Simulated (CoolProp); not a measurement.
A Linde-Hampson liquefier for ethane: isothermal reversible compression at 320 K from 1 atm to 15 MPa, throttling to 1 atm, return gas leaving the recuperator 0 K below the feed. Each further row changes one setting.

Computed with CoolProp (reference Helmholtz-energy equation of state, Bücker 2006).

| case | liquid yield per pass | compression work (kJ/kg of gas) |
|---|---|---|
| as stated | 0.457 | 353 |
| high pressure 30 MPa | 0.467 | 390 |
| warm-end temperature 350 K | 0.359 | 414 |
| warm-end gap 5 K | 0.450 | 353 |
